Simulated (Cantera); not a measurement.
Feed: 1 mol SiCl₄, 28 mol NO, at 1400 Pa.

Cantera equilibrium calculation (NASA polynomials, part measured and part estimated; ideal gas, pure solids and liquids). Candidate condensed phases: Si, SiO₂, Si₂N₂O, Si₃N₄; 23 gas species. The tables hold silica as quartz up to 1696 K and as liquid above; real silica turns to tridymite and cristobalite and melts near 1996 K. The numbers say what is thermodynamically allowed, not how fast it happens.

Question: Which condensed phases are stable at each of these points (T (K)): 575, 675, 775, 875, 975, 1075, 1175, 1275, 1375, 1475, 1575, 1675, 1775, 1875?

Answer: 
```json
[
 {"T (K)": "575", "condensed phases": "SiO₂(α-quartz)", "Si condensed (%)": "100.0"},
 {"T (K)": "675", "condensed phases": "SiO₂(α-quartz)", "Si condensed (%)": "100.0"},
 {"T (K)": "775", "condensed phases": "SiO₂(α-quartz)", "Si condensed (%)": "100.0"},
 {"T (K)": "875", "condensed phases": "SiO₂(β-quartz)", "Si condensed (%)": "100.0"},
 {"T (K)": "975", "condensed phases": "SiO₂(β-quartz)", "Si condensed (%)": "100.0"},
 {"T (K)": "1075", "condensed phases": "SiO₂(β-quartz)", "Si condensed (%)": "100.0"},
 {"T (K)": "1175", "condensed phases": "SiO₂(β-quartz)", "Si condensed (%)": "100.0"},
 {"T (K)": "1275", "condensed phases": "SiO₂(β-quartz)", "Si condensed (%)": "100.0"},
 {"T (K)": "1375", "condensed phases": "SiO₂(β-quartz)", "Si condensed (%)": "100.0"},
 {"T (K)": "1475", "condensed phases": "SiO₂(β-quartz)", "Si condensed (%)": "100.0"},
 {"T (K)": "1575", "condensed phases": "SiO₂(β-quartz)", "Si condensed (%)": "100.0"},
 {"T (K)": "1675", "condensed phases": "SiO₂(β-quartz)", "Si condensed (%)": "100.0"},
 {"T (K)": "1775", "condensed phases": "SiO₂(condensed)", "Si condensed (%)": "100.0"},
 {"T (K)": "1875", "condensed phases": "SiO₂(condensed)", "Si condensed (%)": "100.0"}
]
```

From 575 K to 775 K the condensed part is SiO₂(α-quartz). From 875 K to 1675 K the condensed part is SiO₂(β-quartz). From 1775 K to 1875 K the condensed part is SiO₂(condensed).
